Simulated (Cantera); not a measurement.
Input (Python, Cantera) and output of one run.

```python
import numpy as np
import cantera as ct

gas_names = [...]  # 151 gases of nasa_gas.yaml made of C, H, N, O, Si
cond_names = """
    C(gr) C6H6(L) C7H8(L) C8H18(L),n-octa H2O(s) H2O(L) Si(cr) Si(L) SiC(b) SiO2(Lqz) SiO2(hqz) SiO2(L)
    Si2N2O(s) Si3N4(a)
""".split()


# ... load() reads the species with a 1 bar reference pressure and builds the phases ...
atoms = {
    'SiC': {'Si': 1, 'C': 1},
    'N2O': {'N': 2, 'O': 1},
    'H2': {'H': 2},
}
top_T = {'C(gr)': 4500, 'SiC(b)': 3050, 'Si2N2O(s)': 2100, 'Si3N4(a)': 2400}  # K; cautious upper limits of use, not melting points


# ... equilibrate(T, P, feed) seeds the gas with the atoms and calls Mixture.equilibrate('TP', solver="vcs", rtol=1e-11, max_steps=5000) ...
results = []
T = 1725  # K
P = 4.4  # Pa
for m in [39, 70, 100, 130, 160, 190, 230, 260, 290, 320, 350, 380, 410]:
    feed = {'SiC': 1, 'N2O': 0.036, 'H2': m}  # mol
    mix = equilibrate(T, P, feed)
    results.append((T, P, feed, dict(zip(mix.species_names, mix.species_moles))))

top = {s: max(r[3][s] / sum(r[3][g] for g in gas_names) for r in results) for s in gas_names}
cols = sorted((s for s in top if top[s] > 1e-05), key=lambda s: -top[s])[:7]
seen = [c for c in cond_names if any(r[3].get(c, 0) > 1e-12 for r in results)]
print("log10 of partial pressures in bar; condensed amounts in mol")
print(f"{'n(H2)':>10s}" + "".join(f"{s[:9]:>10s}" for s in cols + seen))
for T, P, feed, n in results:
    ng = sum(n[g] for g in gas_names)
    print(f"{feed['H2']:10.4g}" + "".join(f"{np.log10(max(n[s] / ng * P / 1e5, 1e-99)):10.3f}" for s in cols)
          + "".join(f"{n.get(c, 0):10.4g}" for c in seen))
```

Result:

```
log10 of partial pressures in bar; condensed amounts in mol
     n(H2)        H2         H        Si        CO        N2 C2H2,acet       HCN     C(gr)    SiC(b)
        39    -4.370    -5.916    -7.387    -7.409    -7.411    -9.165    -8.648         0    0.9612
        70    -4.369    -5.916    -7.567    -7.657    -7.678    -8.806    -8.602         0    0.9545
       100    -4.369    -5.916    -7.651    -7.810    -7.844    -8.637    -8.600         0    0.9467
       130    -4.369    -5.916    -7.700    -7.923    -7.969    -8.539    -8.614         0    0.9381
       160    -4.369    -5.916    -7.731    -8.013    -8.068    -8.477    -8.632         0    0.9291
       190    -4.369    -5.916    -7.753    -8.087    -8.151    -8.433    -8.652         0    0.9199
       230    -4.369    -5.916    -7.767    -8.170    -8.243    -8.405    -8.684  0.002533    0.9062
       260    -4.369    -5.916    -7.767    -8.223    -8.301    -8.405    -8.713  0.008342    0.8939
       290    -4.369    -5.916    -7.767    -8.271    -8.353    -8.405    -8.738   0.01419    0.8817
       320    -4.369    -5.916    -7.767    -8.314    -8.400    -8.405    -8.762   0.02008    0.8695
       350    -4.369    -5.916    -7.767    -8.353    -8.442    -8.405    -8.783     0.026    0.8573
       380    -4.369    -5.916    -7.767    -8.388    -8.482    -8.405    -8.803   0.03195    0.8451
       410    -4.369    -5.916    -7.767    -8.421    -8.519    -8.405    -8.821   0.03792    0.8329
```

These are equilibrium values from Cantera (NASA tables, ideal gas, pure condensed phases), not measurements of a reactor.
